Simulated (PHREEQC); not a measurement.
# Arsenic or selenium liquor: speciation

Solution (70 °C): 49 mmol/kgw H2SeO3 and 3.2 mmol/kgw NaOH. Closed to the air; pH follows from the charge balance.

Equilibrium calculation in PHREEQC: ion-association model, wateq4f.dat.

No solid was allowed to form.

Q: Estimate the pH, ionic strength.

A: pH 2.16; ionic strength 0.0109 mol/kgw.

Q: In which forms is Se present?

A: H2SeO3 78 %, HSeO3- 22 % of the Se.

Species that the database lacks are ignored. Constants without temperature data keep their 25 °C values here.
